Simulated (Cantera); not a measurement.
What does this Cantera script print?

```python
import numpy as np
import cantera as ct

gas = ct.Solution("gri30.yaml", transport_model="mixture-averaged")
show = ['N2', 'CO2', 'NO']

rows = []
print(f"{'T/K':>7s}{'rho':>11s}{'cp':>10s}{'mu':>11s}{'lambda':>11s}{'Pr':>7s}" + "".join(f"{'D_' + s:>11s}" for s in show))
for T in [400, 500, 600, 700, 800, 900, 1000, 1100, 1200]:
    gas.TPX = T, 83000, {'CH3OH': 0.4, 'CH4': 0.31, 'NH3': 0.99}
    Pr = gas.cp_mass * gas.viscosity / gas.thermal_conductivity
    D = [gas.mix_diff_coeffs_mole[gas.species_index(s)] for s in show]
    rows.append([gas.density, gas.cp_mass, gas.viscosity, gas.thermal_conductivity, Pr, *D])
    print(f"{T:7g}{gas.density:11.4e}{gas.cp_mass:10.1f}{gas.viscosity:11.4e}"
          f"{gas.thermal_conductivity:11.4e}{Pr:7.3f}" + "".join(f"{d:11.4e}" for d in D))
print("SI units: kg/m3, J/kg/K, Pa s, W/m/K, m2/s")
```

It prints:

```
    T/K        rho        cp         mu     lambda     Pr       D_N2      D_CO2       D_NO
    400 5.0868e-01    2060.2 1.3845e-05 4.0768e-02  0.700 4.2090e-05 3.0977e-05 4.1494e-05
    500 4.0695e-01    2302.9 1.7203e-05 5.6289e-02  0.704 6.3254e-05 4.7565e-05 6.2359e-05
    600 3.3912e-01    2544.3 2.0447e-05 7.3310e-02  0.710 8.7632e-05 6.6993e-05 8.6392e-05
    700 2.9068e-01    2764.7 2.3558e-05 9.1261e-02  0.714 1.1497e-04 8.9017e-05 1.1335e-04
    800 2.5434e-01    2958.1 2.6535e-05 1.0977e-01  0.715 1.4508e-04 1.1345e-04 1.4303e-04
    900 2.2608e-01    3132.3 2.9384e-05 1.2856e-01  0.716 1.7781e-04 1.4013e-04 1.7530e-04
   1000 2.0347e-01    3308.7 3.2115e-05 1.4747e-01  0.721 2.1303e-04 1.6894e-04 2.1002e-04
   1100 1.8498e-01    3456.8 3.4737e-05 1.6636e-01  0.722 2.5064e-04 1.9977e-04 2.4710e-04
   1200 1.6956e-01    3591.2 3.7259e-05 1.8512e-01  0.723 2.9055e-04 2.3254e-04 2.8644e-04
SI units: kg/m3, J/kg/K, Pa s, W/m/K, m2/s
```

Detailed kinetics in Cantera: GRI-Mech 3.0 (53 species, 325 reactions). Polar gases are described roughly by these parameters. The composition is frozen, though it would react at the higher temperatures.
